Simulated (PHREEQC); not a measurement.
A PHREEQC input (ion-association model, phreeqc.dat):

```
SOLUTION 1
  temp 19
  units mg/L
  pH 6.79
  pe 12.4
  Na 0.4
  K 0.00951
  Ca 0.612
  Mg 0.157
  Cl 1.57
  S(6) 0.0833 as SO4
  Alkalinity 0.767 as HCO3 charge
  Sr 0.0873
  Si 0.0527 as SiO2
END
USE solution 1
EQUILIBRIUM_PHASES 1
  Chalcedony 0 0
  Gypsum 0 0
  CO2(g) -2.5 10
END
```

It stops with these messages:

```
ERROR: Alkalinity cannot be used with charge balance or solution phase boundary constraints.
ERROR: Program terminating due to input errors.
```

The fault: charge balance asked on alkalinity. The line should read `as HCO3` where the input has `as HCO3 charge`. With the mend the run ends at pH 5.48 and ionic strength 8.78e-5 mol/kgw.
